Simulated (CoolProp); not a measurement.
Computed with CoolProp (reference Helmholtz-energy equation of state, Lemmon 2006). It is a short technical equation, of lower accuracy than the large ones.

Problem. Give the vapour pressure (bar), vapour density (kg/m³), enthalpy of vaporisation (kJ/kg), liquid cp (kJ/(kg K)) of saturated carbonyl sulfide at 268.5, 275.7, 279.3 K.

Solution. 
| T (K) | p (bar) | vapour density (kg/m³) | enthalpy of vaporisation (kJ/kg) | liquid cp (kJ/(kg K)) |
|---|---|---|---|---|
| 268.5 | 5.65 | 16.8 | 274 | 1.26 |
| 275.7 | 7.01 | 20.6 | 268 | 1.28 |
| 279.3 | 7.77 | 22.8 | 265 | 1.30 |
